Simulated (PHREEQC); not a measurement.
0.058 g of hydrous ferric oxide (600 m²/g; 0.2 weak and 0.005 strong sites per Fe, Dzombak-Morel constants, diffuse double layer) in 1 kg of water with 0.1 mol/kgw of an inert sodium salt and 0.39 mmol/kgw H3BO3, at 25 °C; the pH is set by adding NaOH or the inert anion's acid. Oxygen is held at 0.21 atm. No CO2 enters from the air. No solid was allowed to form.

Base run: PHREEQC, ion-association model, wateq4f.dat. Each further column changes one thing. The table gives surface charge σ (C/m²).

```json
[
 {"pH": "4", "base": "0.321", "background salt from 0.1 to 0.01 mol/kgw": "0.216", "oxide from 0.058 to 0.29 g/kgw": "0.321"},
 {"pH": "4.5", "base": "0.272", "background salt from 0.1 to 0.01 mol/kgw": "0.160", "oxide from 0.058 to 0.29 g/kgw": "0.272"},
 {"pH": "5.5", "base": "0.159", "background salt from 0.1 to 0.01 mol/kgw": "0.077", "oxide from 0.058 to 0.29 g/kgw": "0.159"},
 {"pH": "6", "base": "0.111", "background salt from 0.1 to 0.01 mol/kgw": "0.049", "oxide from 0.058 to 0.29 g/kgw": "0.111"},
 {"pH": "6.5", "base": "0.074", "background salt from 0.1 to 0.01 mol/kgw": "0.030", "oxide from 0.058 to 0.29 g/kgw": "0.074"},
 {"pH": "7.5", "base": "0.022", "background salt from 0.1 to 0.01 mol/kgw": "[?]", "oxide from 0.058 to 0.29 g/kgw": "0.022"},
 {"pH": "8", "base": "0.004", "background salt from 0.1 to 0.01 mol/kgw": "[?]", "oxide from 0.058 to 0.29 g/kgw": "0.004"},
 {"pH": "8.5", "base": "-0.014", "background salt from 0.1 to 0.01 mol/kgw": "[?]", "oxide from 0.058 to 0.29 g/kgw": "-0.014"},
 {"pH": "9.5", "base": "-0.060", "background salt from 0.1 to 0.01 mol/kgw": "-0.024", "oxide from 0.058 to 0.29 g/kgw": "-0.060"},
 {"pH": "10", "base": "-0.094", "background salt from 0.1 to 0.01 mol/kgw": "-0.041", "oxide from 0.058 to 0.29 g/kgw": "-0.094"},
 {"pH": "10.5", "base": "-0.137", "background salt from 0.1 to 0.01 mol/kgw": "-0.065", "oxide from 0.058 to 0.29 g/kgw": "-0.137"},
 {"pH": "11.5", "base": "-0.250", "background salt from 0.1 to 0.01 mol/kgw": "-0.152", "oxide from 0.058 to 0.29 g/kgw": "-0.250"},
 {"pH": "12", "base": "-0.307", "background salt from 0.1 to 0.01 mol/kgw": "[?]", "oxide from 0.058 to 0.29 g/kgw": "-0.307"}
]
```

What belongs in the gaps?


- 7.5, background salt from 0.1 to 0.01 mol/kgw: 0.008
- 8, background salt from 0.1 to 0.01 mol/kgw: 0.001
- 8.5, background salt from 0.1 to 0.01 mol/kgw: -0.005
- 12, background salt from 0.1 to 0.01 mol/kgw: -0.230
